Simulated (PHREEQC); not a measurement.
Consider water at 25 °C with 28 mmol/kgw CdSO4, 0.69 mmol/kgw KCl and 120 mmol/kgw HCl. Closed to the air; pH follows from the charge balance.

Computed with PHREEQC (ion-association model, phreeqc.dat).

Precipitation was switched off in this run.

### Question
Order these S species by the share of S that they hold, largest first: CdSO4, HSO4-, SO4-2, Cd(SO4)2-2.

### Answer
HSO4- (74 %), SO4-2 (22 %), CdSO4 (3.9 %), Cd(SO4)2-2 (0.52 %)

### Question
Order these Cl species by the share of Cl that they hold, largest first: CdCl3-, CdCl+, CdCl2, Cl-.

### Answer
Cl- (79 %), CdCl+ (14 %), CdCl2 (6.2 %), CdCl3- (0.56 %)

The pH is 1.09 and the ionic strength 0.140 mol/kgw. Complexes and solids missing from the database can't appear.
